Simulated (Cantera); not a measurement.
Input (Python, Cantera):

```python
import numpy as np
import cantera as ct

gas = ct.Solution("gri30.yaml", transport_model="mixture-averaged")
show = ['CO2', 'H2O', 'H2']

rows = []
print(f"{'T/K':>7s}{'rho':>11s}{'cp':>10s}{'mu':>11s}{'lambda':>11s}{'Pr':>7s}" + "".join(f"{'D_' + s:>11s}" for s in show))
for T in [400, 650, 900, 1150, 1400, 1650]:
    gas.TPX = T, 950000, {'C3H8': 1}
    Pr = gas.cp_mass * gas.viscosity / gas.thermal_conductivity
    D = [gas.mix_diff_coeffs_mole[gas.species_index(s)] for s in show]
    rows.append([gas.density, gas.cp_mass, gas.viscosity, gas.thermal_conductivity, Pr, *D])
    print(f"{T:7g}{gas.density:11.4e}{gas.cp_mass:10.1f}{gas.viscosity:11.4e}"
          f"{gas.thermal_conductivity:11.4e}{Pr:7.3f}" + "".join(f"{d:11.4e}" for d in D))
print("SI units: kg/m3, J/kg/K, Pa s, W/m/K, m2/s")
```

Output:

```
    T/K        rho        cp         mu     lambda     Pr      D_CO2      D_H2O       D_H2
    400 1.2596e+01    2133.9 1.0870e-05 3.0696e-02  0.756 1.5020e-06 2.1656e-06 8.2592e-06
    650 7.7515e+00    3083.2 1.6514e-05 6.7360e-02  0.756 3.6783e-06 5.5477e-06 1.8908e-05
    900 5.5983e+00    3748.9 2.1240e-05 1.0510e-01  0.758 6.5449e-06 1.0132e-05 3.2647e-05
   1150 4.3813e+00    4195.3 2.5378e-05 1.4134e-01  0.753 1.0004e-05 1.5732e-05 4.9129e-05
   1400 3.5989e+00    4523.1 2.9111e-05 1.7552e-01  0.750 1.3996e-05 2.2230e-05 6.8127e-05
   1650 3.0536e+00    4780.3 3.2552e-05 2.0759e-01  0.750 1.8481e-05 2.9549e-05 8.9473e-05
SI units: kg/m3, J/kg/K, Pa s, W/m/K, m2/s
```

Model: GRI-Mech 3.0 (53 species, 325 reactions), integrated in Cantera. The composition is frozen, though it would react at the higher temperatures.
